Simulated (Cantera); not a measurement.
CaO + HBr + H₂ (oxide etching and cleaning by halides)

Feed: 1 mol CaO, 12 mol HBr, 1.8 mol H₂, held at 0.100 bar.

Method: chemical equilibrium by Gibbs-energy minimisation in Cantera with the NASA 1993 tables (ideal gas, pure condensed phases). Candidate condensed phases: Br₂, Ca, CaBr₂, CaO, Ca(OH)₂, H₂O; 19 gas species. Kinetics and transport are ignored.

| T (K) | log p HBr | log p H₂ | log p H₂O | log p CaBr₂ | log p Br | n CaBr₂(s) | n CaBr₂(l) |
|---|---|---|---|---|---|---|---|
| 625 | -1.11 | -1.85 | -2.11 | <-13 | -10.33 | 1.00 | 0 |
| 775 | -1.11 | -1.85 | -2.11 | -10.74 | -7.89 | 1.00 | 0 |
| 925 | -1.11 | -1.85 | -2.11 | -7.59 | -6.24 | 1.000 | 0 |
| 1075 | -1.11 | -1.85 | -2.11 | -5.43 | -5.04 | 0 | 1.000 |
| 1225 | -1.11 | -1.85 | -2.11 | -3.96 | -4.13 | 0 | 0.986 |
| 1375 | -1.12 | -1.85 | -2.11 | -2.84 | -3.43 | 0 | 0.811 |
| 1525 | -1.15 | -1.87 | -2.14 | -2.14 | -2.88 | 0 | 0 |
| 1675 | -1.17 | -1.83 | -2.15 | -2.15 | -2.44 | 0 | 0 |
log p: log10 of the partial pressure in bar; n: condensed amount in mol.

From 625 K to 925 K the condensed part is CaBr₂(s). From 1075 K to 1375 K the condensed part is CaBr₂(l). From 1525 K to 1675 K nothing is condensed.
